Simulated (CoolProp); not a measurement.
c-C4F8 (RC318) at 298.15 K and 0.644 MPa is throttled through a valve to 0.391 MPa with no heat exchange. Each further row changes one setting.

Values from CoolProp's reference Helmholtz-energy equation of state, Platzer 1990. This equation is an older, rougher fit; its heat capacities, sound speeds and derivatives of the liquid may be far off and weren't checked against measurements.

```csv
case,temperature change (K),final phase,final density (kg/m³)
as stated,+0.0,liquid,1500
outlet pressure 0.117 MPa,…,…,…
outlet pressure 0.508 MPa,+0.0,liquid,1500
```

What belongs in the gaps?


- outlet pressure 0.117 MPa, temperature change (K): -27.4
- outlet pressure 0.117 MPa, final phase: two-phase, vapour fraction 0.258
- outlet pressure 0.117 MPa, final density (kg/m³): 41.6
